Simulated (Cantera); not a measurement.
A Cantera script and what it prints.

```python
import numpy as np
import cantera as ct

gas_names = """
    C CH CH2 CH3 CH2OH CH3O CH4 CH3OH CN CO CO2 COOH C2 C2H CHCO,ketyl C2H2,acetylene C2H2,vinylidene
    CH2CO,ketene C2H3,vinyl CH3CN CH3CO,acetyl C2H4 C2H4O,ethylen CH3CHO,ethanal CH3COOH (HCOOH)2 C2H5
    C2H6 CH3OCH3 C2H5OH CCN CNC C2N2 C2O C3 C3H3,propargyl C3H4,allene C3H4,propyne C3H4,cyclo-
    C3H5,allyl C3H6,propylene C3H6,cyclo- C3H6O C3H7,n-propyl C3H7,i-propyl C3H8 C3H8O,1propanol
    C3H8O,2propanol C3O2 C4 C4H2 C4H4,1,3-cyclo- C4H6,butadiene C4H6,2-butyne C4H6,cyclo- C4H8,1-butene
    C4H8,cis2-buten C4H8,tr2-butene C4H8,isobutene C4H8,cyclo- (CH3COOH)2 C4H9,n-butyl C4H9,i-butyl
    C4H9,s-butyl C4H9,t-butyl C4H10,isobutane C4H10,n-butane C4N2 C5 C5H6,1,3cyclo- C5H8,cyclo-
    C5H10,1-pentene C5H10,cyclo- C5H11,pentyl C5H11,t-pentyl C5H12,n-pentane C5H12,i-pentane
    CH3C(CH3)2CH3 C6H2 C6H5,phenyl C6H5O,phenoxy C6H6 C6H5OH,phenol C6H10,cyclo- C6H12,1-hexene
    C6H12,cyclo- C6H13,n-hexyl C7H7,benzyl C7H8 C7H8O,cresol C7H14,1-heptene C7H15,n-heptyl
    C7H16,n-heptane C8H8,styrene C8H10,ethylbenz C8H16,1-octene C8H17,n-octyl C8H18,isooctane
    C8H18,n-octane C9H19,n-nonyl C10H8,naphthale C10H21,n-decyl C12H9,o-bipheny C12H10,bipheny H HCN HCO
    HCCN HNC HNCO HNO HNO2 HNO3 HO2 H2 HCHO,formaldehy HCOOH H2O H2O2 N NCO NH NH2 NH3 NH2OH NO NO2 NO3
    N2 N2H2 N2H4 N2O O OH O2 O3
""".split()
cond_names = """
    C(gr) C6H6(L) C7H8(L) C8H18(L),n-octa H2O(s) H2O(L)
""".split()


def load(file, names, dense=False):
    # The tables refer to 1 bar. Condensed volumes are neglected.
    table = {s.name: s for s in ct.Species.list_from_file(file)}
    out = []
    for n in names:
        d = dict(table[n].input_data)
        d["thermo"] = dict(d["thermo"], **{"reference-pressure": 1e5})
        if dense:
            d["equation-of-state"] = {"model": "constant-volume", "density": "1e6 g/cm^3"}
        out.append(ct.Species.from_dict(d))
    return out


gas = ct.Solution(thermo="ideal-gas", species=load("nasa_gas.yaml", gas_names))
cond = {s.name: ct.Solution(thermo="fixed-stoichiometry", species=[s], name=s.name)
        for s in load("nasa_condensed.yaml", cond_names, dense=True)}
atoms = {
    'C6H6': {'C': 6, 'H': 6},
    'H2O': {'H': 2, 'O': 1},
    'N2': {'N': 2},
}
top_T = {'C(gr)': 4500}  # K; cautious upper limits of use, not melting points


def equilibrate(T, P, feed):
    n = {}
    for name, mol in feed.items():
        for a, k in atoms[name].items():
            n[a] = n.get(a, 0.0) + k * mol
    gas.TPX = T, P, n
    mass = sum(n.values()) * gas.mean_molecular_weight
    gas.equilibrate("TP")
    valid = [c for c in cond.values() if c.min_temp <= T <= top_T.get(c.name, c.max_temp)]
    mix = ct.Mixture([(gas, mass / gas.mean_molecular_weight)] + [(c, 0.0) for c in valid])
    mix.T, mix.P = T, P
    mix.equilibrate("TP", solver="vcs", rtol=1e-11, max_steps=5000)
    return mix


results = []
feed = {'C6H6': 1, 'H2O': 2.5, 'N2': 0.2}  # mol
T = 1723.15  # K
P = 23  # Pa
mix = equilibrate(T, P, feed)
results.append((T, P, feed, dict(zip(mix.species_names, mix.species_moles))))
x = sorted(zip(gas.X, gas.species_names), reverse=True)
print(f"T = {T:g} K  P = {P:g} Pa  gas = {mix.phase_moles(0):.4g} mol")
print("   x: " + "  ".join(f"{s} {v:.3e}" for v, s in x if v > 1e-05))
print("   condensed (mol): " + ("  ".join(f"{mix.phase(i).name} {mix.phase_moles(i):.4g}"
      for i in range(1, mix.n_phases) if mix.phase_moles(i) > 1e-12) or "none"))
```

Output:

```
T = 1723.15 K  P = 23 Pa  gas = 8.24 mol
   x: H2 6.622e-01  CO 3.034e-01  N2 2.400e-02  H 9.799e-03  HCN 5.233e-04  C2H2,acetylene 6.001e-05  HNC 1.658e-05
   condensed (mol): C(gr) 3.495
```

Cantera equilibrium calculation (NASA polynomials, part measured and part estimated; ideal gas, pure solids and liquids).
